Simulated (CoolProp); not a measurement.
The fluoroketone C6F12O (FK-5-1-12) along the isotherm 179.65 °C: density (kg/m³) from the reference equation and from simpler models built on Tc = 168.7 °C, pc = 1869 kPa, ω = 0.471; each cubic takes its own stable root.

The numbers come from the reference Helmholtz-energy equation of state, McLinden 2015 in CoolProp.

```csv
p (kPa),phase,reference,van der Waals,Peng-Robinson
14.8,gas,1.246,1.245,1.246
26.3,gas,2.218,2.217,2.219
46.7,gas,3.952,3.948,3.955
83.1,gas,7.077,7.065,7.086
148,gas,12.75,12.71,12.78
263,gas,23.14,23.01,23.24
467,gas,42.77,42.35,43.11
831,gas,82.61,81.16,83.81
1480,gas,181.0,175.2,185.2
2630,supercritical,839.3,633.4,741.6
4670,supercritical,1045,766.3,1013
```
